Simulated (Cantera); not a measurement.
**Adiabatic ignition**

An adiabatic, constant-pressure homogeneous reactor starts with 23.7 % CO, 2.61 % H₂, 1.80 % CH₄, 6.99 % O₂, 64.9 % N₂, equivalence ratio 2.4, at 1250 K and 0.987 atm.

Model: GRI-Mech 3.0 (53 species, 325 reactions), integrated in Cantera.

| t (s) | T (K) | x CO | x H₂ | x CH₄ | x HO₂ | x CH₂CO |
|---|---|---|---|---|---|---|
| 1.00e-6 | 1250 | 0.237 | 0.0261 | 0.0180 | 4.54e-10 | <1e-12 |
| 3.03e-6 | 1250 | 0.237 | 0.0261 | 0.0180 | 1.41e-9 | <1e-12 |
| 9.20e-6 | 1250 | 0.237 | 0.0261 | 0.0180 | 4.87e-9 | <1e-12 |
| 2.79e-5 | 1250 | 0.237 | 0.0261 | 0.0180 | 2.10e-8 | 1.05e-12 |
| 8.47e-5 | 1250 | 0.237 | 0.0261 | 0.0180 | 1.88e-7 | 5.08e-11 |
| 0.000257 | 1254 | 0.237 | 0.0259 | 0.0174 | 1.34e-5 | 5.42e-7 |
| 0.000779 | 1897 | 0.180 | 0.0174 | <1e-12 | 6.96e-7 | <1e-12 |
| 0.00236 | 2127 | 0.182 | 0.0190 | <1e-12 | 3.32e-8 | <1e-12 |
| 0.00717 | 2151 | 0.182 | 0.0194 | <1e-12 | 2.71e-9 | <1e-12 |
| 0.0217 | 2155 | 0.182 | 0.0194 | <1e-12 | 9.93e-10 | <1e-12 |
| 0.0659 | 2155 | 0.182 | 0.0194 | <1e-12 | 9.54e-10 | <1e-12 |
| 0.200 | 2155 | 0.182 | 0.0194 | <1e-12 | 9.55e-10 | <1e-12 |
x: mole fraction; the columns are a selection and need not sum to one.

```
Item                                                              Result
---------------------------------  -------------------------------------
time of steepest temperature rise                               0.641 ms
temperature at 0.200 s                                            2155 K
equilibrium temperature                                           2155 K
x(CO) at 0.200 s                     0.182 (gas-phase equilibrium 0.182)
x(H₂) at 0.200 s                   0.0194 (gas-phase equilibrium 0.0194)
x(CH₄) at 0.200 s                  <1e-12 (gas-phase equilibrium <1e-12)
```
